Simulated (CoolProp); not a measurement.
Vapour-liquid equilibrium of R125 (1) + R227EA (2) at 0.865 MPa; x and y are mole fractions of (1).

The numbers come from the multi-fluid Helmholtz-energy mixture model, Lemmon 2005 and Lemmon 2016; pair parameters Bell 2016 in CoolProp.

### Question
Give the bubble temperature and the first vapour's composition at x = 0.2, 0.5, 0.65. Is there an azeotrope?

### Answer
x = 0.2: 310.4 K, y = 0.357; x = 0.5: 297.3 K, y = 0.704; x = 0.65: 291.9 K, y = 0.819. No azeotrope shows between x = 0.05 and 0.95.

The pair parameters rest on a limited set of measurements; away from them the model extrapolates.
